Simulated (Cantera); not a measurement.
Feed: 1 mol toluene, 0.1 mol H2O, at 1.40 bar.

Method: chemical equilibrium by Gibbs-energy minimisation in Cantera with the NASA 1993 tables (ideal gas, pure condensed phases). Candidate condensed phases: C, C6H6, C7H8, C8H18, H2O; 110 gas species. Equilibrium is a limit: real reactors are often held back by kinetics, nucleation or transport.

Task: At 1275 °C, list the 4 most abundant gas species with their mole fractions, and the condensed phases.

Result: H2 0.973, CO 0.0238, CH4 0.00272, H2O 3.99e-5. Condensed: C(graphite).
